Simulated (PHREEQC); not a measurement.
A solution holds 5.5 mmol/kgw ZnSO4, 34 mmol/kgw NaOH and 78 mmol/kgw H2SO4, at 20 °C. Closed to the air; pH follows from the charge balance.

Model: ion-association model, phreeqc.dat, run in PHREEQC.

This is a speciation only: nothing precipitates in the calculation.

Task: Order these Zn species by the share of Zn that they hold, largest first: Zn+2, ZnSO4, Zn(SO4)2-2.

Result: Zn+2 (56 %), ZnSO4 (36 %), Zn(SO4)2-2 (7.8 %)

The pH is 1.26 and the ionic strength 0.136 mol/kgw.
